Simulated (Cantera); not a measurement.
Input: 1 mol Fe3O4, 1.9 mol Cl2, 0.042 mol O2, equilibrated at 975 K and 0.100 bar.

These are equilibrium values from Cantera (NASA tables, ideal gas, pure condensed phases), not measurements of a reactor. Candidate condensed phases: Fe, FeCl2, FeCl3, FeO, Fe2O3, Fe3O4; 13 gas species. The numbers say what is thermodynamically allowed, not how fast it happens.

Base state: Cl2 0.835, FeCl3 0.151, Fe2Cl6 0.00678, O2 0.00558, FeCl2 0.00132, Cl 0.000765 (mole fractions); condensed: Fe2O3(s).

Q: What changes in the equilibrium state with this change: Fe3O4 replaced by Si?

A: 
| species | before | after |
|---|---|---|
| SiCl4 | 0 | 0.991 |
| SiCl3 | 0 | 0.00730 |
| SiCl2 | 0 | 0.00152 |
| Cl2 | 0.835 | <1e-9 |
| FeCl3 | 0.151 | 0 |
| Fe2Cl6 | 0.00678 | 0 |
| O2 | 0.00558 | <1e-9 |
| FeCl2 | 0.00132 | 0 |
| Fe2O3(s), mol | 1.35 | 0 |
| Si(s), mol | 0 | 0.00554 |
| SiO2(β-quartz), mol | 0 | 0.0420 |
The tables' values for SiCl3 are old estimates; treat these amounts as uncertain. Further candidate phases: Si, SiO2.
